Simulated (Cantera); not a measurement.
Input: 1 mol MgO, 1.7 mol H₂S, 0.51 mol H₂O, equilibrated at 1075 °C and 750000 Pa.

Equilibrium computed with Cantera from the NASA thermochemical tables; the gas is ideal and each condensed phase is pure. Candidate condensed phases: H₂O, H₂SO₄, Mg, MgO, Mg(OH)₂, MgS, MgSO₄, S; 26 gas species. The numbers say what is thermodynamically allowed, not how fast it happens.

Base state: H₂S 0.611, H₂O 0.217, H₂ 0.114, S₂ 0.0564, SH 0.000665, SO₂ 0.000192, S₂O 0.000137, SO 1.17e-5 (mole fractions); condensed: MgO(s).

What changes in the equilibrium state with this change: pressure from 750000 Pa to 100000 Pa?


```
species        before     after
-----------  --------  --------
H₂S             0.611     0.499
H₂O             0.217     0.208
H₂              0.114     0.195
S₂             0.0564    0.0967
SO            1.17e-5   2.36e-5
SH           0.000665   0.00114
SO₂          0.000192  0.000216
S₂O          0.000137  0.000132
MgO(s), mol      1.00      1.00
```
